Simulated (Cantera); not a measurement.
An isothermal, constant-pressure homogeneous reactor starts with 10.1 % NH₃, 89.9 % H₂, at 1625 K and 0.257 atm.

Model: the gas-phase N/H chemistry of the illustrative SiF4/NH3 mechanism in the Surface Chemkin manual (1991), integrated in Cantera. Walls and surfaces, which speed up NH3 decomposition in real reactors, are not modelled.

Question: Predict: x(NH₃) at 20.0 s; x(H₂) at 20.0 s; x(NH) at 20.0 s; x(H) at 20.0 s; x(N₂H₂) at 20.0 s; x(N) at 20.0 s; x(N₂H₄) at 20.0 s.

Answer: 
| Property | Result |
|---|---|
| x(NH₃) at 20.0 s | 0.0657 (gas-phase equilibrium 2.24e-6) |
| x(H₂) at 20.0 s | 0.918 (gas-phase equilibrium 0.954) |
| x(NH) at 20.0 s | 1.41e-7 (gas-phase equilibrium 7.72e-12) |
| x(H) at 20.0 s | 0.000104 (gas-phase equilibrium 0.000136) |
| x(N₂H₂) at 20.0 s | 1.32e-8 (gas-phase equilibrium <1e-12) |
| x(N) at 20.0 s | 6.99e-9 (gas-phase equilibrium <1e-12) |
| x(N₂H₄) at 20.0 s | 1.69e-9 (gas-phase equilibrium <1e-12) |
